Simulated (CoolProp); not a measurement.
A simple Rankine cycle with n-pentane: condensing at 300.15 K, boiler at 2.59 MPa, turbine inlet 602.7 K, turbine efficiency 0.6, pump efficiency 0.8, no recuperator. Each further row changes one setting.

Values from CoolProp's reference Helmholtz-energy equation of state, Thol 2019.

```csv
case,thermal efficiency (%),net work (kJ/kg),heat in (kJ/kg),turbine exit temperature (K),volume ratio over the turbine
as stated,12.2,127,1030,545.2,35.6
condensing temperature 292.15 K,13.0,[?],1050,[?],47.9
boiler pressure 1.81 MPa,[?],117,1050,552.7,[?]
turbine efficiency 0.5,10.1,105,1030,553.3,[?]
```

Q: What belongs in the gaps?

A: 
- condensing temperature 292.15 K, net work (kJ/kg): 137
- condensing temperature 292.15 K, turbine exit temperature (K): 541.2
- boiler pressure 1.81 MPa, thermal efficiency (%): 11.2
- boiler pressure 1.81 MPa, volume ratio over the turbine: 24.3
- turbine efficiency 0.5, volume ratio over the turbine: 36.2
